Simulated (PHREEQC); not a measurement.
HCl is added in steps, without added water, to 1 kg of water holding 0.013 mol/kgw NaH2PO4, at 25 °C. Oxygen is held at 0.21 atm. No CO2 enters from the air. Solids allowed: Halite. Others were left out.

Base run: PHREEQC, ion-association model, phreeqc.dat. Each further column changes one thing. The table gives pH.

```
HCl added (mol)  base  diluted 10-fold with water  NaH2PO4 from 0.013 to 0.0195 mol/kgw  NaH2PO4 from 0.013 to 0.065 mol/kgw  no solid may form
---------------  ----  --------------------------  ------------------------------------  -----------------------------------  -----------------
0                4.69                        5.07                                  4.65                                    ?               4.69
0.005            2.69                           ?                                  2.81                                 3.22               2.69
0.01             2.34                           ?                                     ?                                 2.89               2.34
0.015            2.12                        1.89                                  2.23                                 2.69               2.12
0.02             1.96                           ?                                  2.06                                 2.54               1.96
0.025            1.84                        1.67                                  1.93                                 2.41               1.84
0.03             1.74                           ?                                     ?                                 2.30               1.74
0.035            1.66                        1.53                                  1.73                                 2.20               1.66
0.04             1.59                        1.47                                  1.66                                 2.11               1.59
0.045            1.53                        1.42                                  1.59                                 2.03               1.53
0.05             1.47                        1.38                                  1.53                                 1.95               1.47
```

### Question
Fill in the missing entries.

### Answer

- 0, NaH2PO4 from 0.013 to 0.065 mol/kgw: 4.52
- 0.005, diluted 10-fold with water: 2.38
- 0.01, diluted 10-fold with water: 2.07
- 0.01, NaH2PO4 from 0.013 to 0.0195 mol/kgw: 2.45
- 0.02, diluted 10-fold with water: 1.77
- 0.03, diluted 10-fold with water: 1.60
- 0.03, NaH2PO4 from 0.013 to 0.0195 mol/kgw: 1.82
